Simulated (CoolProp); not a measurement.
A single-stage vapour-compression cycle with chlorine: evaporating at 241.15 K (dew point), condensing at 265.15 K (bubble point), superheat 5 K, subcooling 0 K, compressor efficiency 0.9, no pressure losses. Each further row changes one setting.

The numbers come from the reference Helmholtz-energy equation of state, Thol 2021 in CoolProp.

```
case                              cooling COP  pressure ratio  discharge temperature (K)  refrigerating effect (kJ/kg)  volumetric capacity (kJ/m³)
--------------------------------  -----------  --------------  -------------------------  ----------------------------  ---------------------------
as stated                                8.09            2.54                      317.6                           265                         1040
evaporating temperature 246.15 K         10.7            2.06                      306.1                           267                         1280
condensing temperature 260.15 K          10.4            2.13                      302.8                           270                         1060
subcooling 5 K                           8.24            2.54                      317.6                           270                         1060
superheat 15 K                           7.90            2.54                      329.9                           270                         1020
compressor efficiency 0.8                7.19            2.54                      325.6                           265                         1040
```
